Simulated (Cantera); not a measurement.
Feed: 1 mol Si, 0.23 mol CO, 7 mol N₂, equilibrated at 848.15 K and 6400 Pa.

Method: chemical equilibrium by Gibbs-energy minimisation in Cantera with the NASA 1993 tables (ideal gas, pure condensed phases). Candidate condensed phases: C, Si, SiC, SiO₂, Si₂N₂O, Si₃N₄; 34 gas species. N₂ is the only nitrogen source here; it is nearly inert below about 1500 K, so the nitride shown seldom forms there in practice. Rates play no part.

Base state: N₂ 1.00 (mole fractions); condensed: C(graphite) + Si₂N₂O(s) + Si₃N₄(s).

Question: What changes in the equilibrium state with this change: temperature from 848.15 K to 1998.15 K?

Answer: 
```
species           before     after
----------------  ------  --------
N₂                  1.00     0.967
SiO                <1e-9    0.0241
CO                 <1e-9   0.00770
Si                 <1e-9  0.000666
Si₂N               <1e-9   5.70e-5
C(graphite), mol   0.230         0
Si₂N₂O(s), mol     0.230         0
Si₃N₄(s), mol      0.180         0
Si(l), mol             0     0.645
SiC(s), mol            0     0.174
```
Mutual solubility and eutectic melting of coexisting phases are not modelled. The tables' values for SiN are old estimates; treat these amounts as uncertain.

Question: What changes in the equilibrium state with this change: Si replaced by Al?

Answer: 
| species | before | after |
|---|---|---|
| N₂ | 1.00 | 1.00 |
| C(graphite), mol | 0.230 | 0.230 |
| Si₂N₂O(s), mol | 0.230 | 0 |
| Si₃N₄(s), mol | 0.180 | 0 |
| AlN(s), mol | 0 | 0.847 |
| Al₂O₃(s), mol | 0 | 0.0767 |
Further candidate phases: Al, AlN, Al₂O₃.
